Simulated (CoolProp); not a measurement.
Values from CoolProp's reference Helmholtz-energy equation of state, Lemmon 2006. It is a short technical equation, of lower accuracy than the large ones.

Problem. Give the vapour pressure (kPa), liquid density (kg/m³), liquid cp (kJ/(kg K)) of saturated carbonyl sulfide at -2.45, 25.45 °C.

Solution. 
```tsv
T (°C)	p (kPa)	liquid density (kg/m³)	liquid cp (kJ/(kg K))
-2.45	604	1060	1.27
25.45	1300	989	1.37
```
